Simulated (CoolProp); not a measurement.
Vapour-liquid equilibrium of R22 (1) + R142b (2) at 263 K; x and y are mole fractions of (1).

Computed with CoolProp (multi-fluid Helmholtz-energy mixture model, Kamei 1995 and Lemmon 2006; pair parameters Bell 2016).

Give the bubble pressure and the first vapour's composition at x = 0.275, 0.35, 0.875. Is there an azeotrope?

x = 0.275: 1.613 bar, y = 0.549; x = 0.35: 1.788 bar, y = 0.632; x = 0.875: 3.170 bar, y = 0.961. No azeotrope shows between x = 0.05 and 0.95.

The pair parameters rest on a limited set of measurements; away from them the model extrapolates.
